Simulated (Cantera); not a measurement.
A perfectly stirred reactor is fed with H2 : O2 = 0.33 : 1 (molar parts), equivalence ratio 0.17, at 1.65 Torr; it is held at 1298 K, and followed from long to short residence time.

Cantera simulation using the H2/O2 subset of GRI-Mech 3.0, which has no nitrogen chemistry; the numbers are that mechanism's predictions, not measurements. Radical loss at walls, strong at low pressure, is not modelled. The temperature is held fixed by assumption; the heat of reaction is taken as removed at once.

Question: Predict: x(H2) at τ = 0.390 s; x(O2) at τ = 0.390 s; x(H) at τ = 0.390 s; x(OH) at τ = 0.390 s; x(O) at τ = 0.390 s; x(H2) at τ = 42.0 ms; x(O2) at τ = 42.0 ms; x(H) at τ = 42.0 ms; x(OH) at τ = 42.0 ms; x(O) at τ = 42.0 ms.

Answer: 
```json
{
  "x(H2) at τ = 0.390 s": "0.00996",
  "x(O2) at τ = 0.390 s": "0.653",
  "x(H) at τ = 0.390 s": "0.0424",
  "x(OH) at τ = 0.390 s": "0.0131",
  "x(O) at τ = 0.390 s": "0.0555",
  "x(H2) at τ = 42.0 ms": "0.0160",
  "x(O2) at τ = 42.0 ms": "0.617",
  "x(H) at τ = 42.0 ms": "0.0806",
  "x(OH) at τ = 42.0 ms": "0.0154",
  "x(O) at τ = 42.0 ms": "0.0839"
}
```
